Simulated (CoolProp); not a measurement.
Vapour-liquid equilibrium of propylene (1) + n-hexane (2) at 89.8 kPa; x and y are mole fractions of (1).

Model: multi-fluid Helmholtz-energy mixture model, Lemmon 2013 and Thol 2019; pair parameters Bell 2016, in CoolProp.

| x | bubble temperature (K) | y at the bubble point | dew temperature at overall composition x (K) | liquid density (mol/L) |
|---|---|---|---|---|
| 0.05 | 295.8 | 0.800 | 336.5 | 7.789 |
| 0.125 | 269.4 | 0.948 | (withheld) | 8.354 |
| 0.2 | 258.1 | 0.974 | 331.2 | 8.788 |
| 0.275 | 251.5 | 0.984 | 328.3 | 9.200 |
| 0.35 | 246.7 | 0.989 | 325.2 | 9.620 |
| 0.425 | 242.7 | 0.992 | (withheld) | (withheld) |
| 0.5 | 239.3 | 0.995 | 318.0 | 10.53 |
| 0.575 | 236.2 | 0.996 | (withheld) | 11.02 |
| 0.65 | 233.3 | 0.998 | 308.9 | (withheld) |
| 0.725 | 230.6 | 0.998 | 303.0 | (withheld) |
| 0.8 | 228.2 | 0.999 | 295.7 | 12.73 |
| 0.875 | 226.0 | 1.000 | 285.8 | 13.39 |
| 0.95 | 224.1 | 1.000 | (withheld) | 14.08 |

Q: Complete the blanks.

A: 
- 0.125, dew temperature at overall composition x (K): 333.9
- 0.425, dew temperature at overall composition x (K): 321.8
- 0.425, liquid density (mol/L): 10.06
- 0.575, dew temperature at overall composition x (K): 313.8
- 0.65, liquid density (mol/L): 11.55
- 0.725, liquid density (mol/L): 12.12
- 0.95, dew temperature at overall composition x (K): 268.8

No azeotrope shows between x = 0.05 and 0.95.

The pair parameters rest on a limited set of measurements; away from them the model extrapolates. The gap from Raoult's law changes sign with composition, which may be real or a fault of the pair parameters; it wasn't checked against measurements.
